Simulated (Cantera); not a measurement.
Charge: 1 mol SiH2Cl2, 0.18 mol NO, a varied amount of H2, at 1548 K and 20.0 Pa.

Cantera equilibrium calculation (NASA polynomials, part measured and part estimated; ideal gas, pure solids and liquids). Candidate condensed phases: H2O, NH4Cl, Si, SiO2, Si2N2O, Si3N4; 47 gas species. The tables' values for SiCl3, SiCl are old estimates; treat these amounts as uncertain. Rates play no part.

log p: log10 of the partial pressure in bar; n: condensed amount in mol.

```json
[
 {"n(H2) (mol)": "0.51", "log p H2": "-4.05", "log p SiCl2": "-4.28", "log p HCl": "-4.42", "log p SiO": "-4.89", "log p N2": "-5.19", "n Si(s)": "…"},
 {"n(H2) (mol)": "0.78", "log p H2": "-4.01", "log p SiCl2": "-4.33", "log p HCl": "-4.43", "log p SiO": "-4.93", "log p N2": "-5.23", "n Si(s)": "…"},
 {"n(H2) (mol)": "1.2", "log p H2": "-3.96", "log p SiCl2": "-4.41", "log p HCl": "-4.45", "log p SiO": "-4.98", "log p N2": "-5.29", "n Si(s)": "…"},
 {"n(H2) (mol)": "1.9", "log p H2": "-3.91", "log p SiCl2": "-4.51", "log p HCl": "-4.47", "log p SiO": "-5.06", "log p N2": "-5.37", "n Si(s)": "…"},
 {"n(H2) (mol)": "2.9", "log p H2": "-3.87", "log p SiCl2": "-4.64", "log p HCl": "-4.51", "log p SiO": "-5.16", "log p N2": "-5.46", "n Si(s)": "…"},
 {"n(H2) (mol)": "4.6", "log p H2": "-3.83", "log p SiCl2": "-4.80", "log p HCl": "-4.58", "log p SiO": "-5.28", "log p N2": "-5.58", "n Si(s)": "…"},
 {"n(H2) (mol)": "7.1", "log p H2": "-3.79", "log p SiCl2": "-4.99", "log p HCl": "-4.65", "log p SiO": "-5.42", "log p N2": "-5.72", "n Si(s)": "…"}
]
```

Q: Fill in the missing entries.

A: 
- 0.51, n Si(s): 0.0839
- 0.78, n Si(s): 0.105
- 1.2, n Si(s): 0.133
- 1.9, n Si(s): 0.172
- 2.9, n Si(s): 0.217
- 4.6, n Si(s): 0.276
- 7.1, n Si(s): 0.340
